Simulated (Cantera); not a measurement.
An isothermal plug-flow reactor at 525 K and 3.00 bar (inlet), inlet velocity 1.7 m/s, active area per volume 3900 1/m; feed CO : O2 : N2 : H2O = 0.0071 : 0.013 : 0.79 : 0.0066 (molar parts), equivalence ratio 0.27.

Detailed kinetics in Cantera: Deutschmann's 1995 Pt surface mechanism with GRI-Mech 3.0 gas chemistry. Catalytic surfaces can have several steady states; this one follows from the mechanism file's or the stated starting coverage. Mass transfer to the wall is taken as infinitely fast.

Problem. What does this change do: temperature 525 to 775 K?

Solution. 
```json
[
 {"quantity": "x(CO) at z = 0.029 m", "before": "0.00868", "after": "<1e-12"},
 {"quantity": "x(O2) at z = 0.029 m", "before": "0.0159", "after": "0.0116"},
 {"quantity": "x(H2O) at z = 0.029 m", "before": "0.00808", "after": "0.00812"},
 {"quantity": "x(CO2) at z = 0.029 m", "before": "1.20e-5", "after": "0.00873"},
 {"quantity": "θ(O*) at the exit", "before": "0.00128", "after": "0.956"}
]
```
